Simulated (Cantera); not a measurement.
# Thermodynamics of silicon nitride deposition, feed SiF4 + NH3

Feed: 1 mol SiF4, a varied amount of NH3, equilibrated at 975 °C and 218 Torr.

Method: chemical equilibrium by Gibbs-energy minimisation in Cantera with the NASA 1993 tables (ideal gas, pure condensed phases). Candidate condensed phases: Si, Si3N4; 37 gas species. The tables' values for SiF3 are old estimates; treat these amounts as uncertain. The numbers say what is thermodynamically allowed, not how fast it happens.

At 2 mol NH3 nothing is condensed. From 4.2 mol NH3 to 19 mol NH3 the condensed part is Si3N4(s). The main Si-bearing gas is SiF4 throughout. The share of Si in condensed phases is highest at 19 mol NH3 (1.3 %) and lowest at 2 mol NH3 (0.0 %).

```
n(NH3) (mol)   x H2   x N2  x SiF4     x HF   x SiHF3    x SiF3  n Si3N4(s)
------------  -----  -----  ------  -------  --------  --------  ----------
2             0.597  0.200   0.197  0.00290   0.00225  0.000548           0
4.2           0.668  0.223   0.104  0.00266   0.00145  0.000334    0.000672
6.3           0.693  0.231  0.0719  0.00249   0.00111  0.000251     0.00125
8.4           0.706  0.236  0.0547  0.00235  0.000911  0.000204     0.00181
10            0.713  0.238  0.0463  0.00227  0.000806  0.000180     0.00222
13            0.721  0.240  0.0359  0.00215  0.000668  0.000148     0.00296
15            0.724  0.242  0.0312  0.00208  0.000603  0.000133     0.00344
17            0.727  0.243  0.0276  0.00202  0.000550  0.000121     0.00390
19            0.729  0.243  0.0247  0.00197  0.000507  0.000112     0.00436
```
x: gas mole fraction; n: condensed amount in mol.
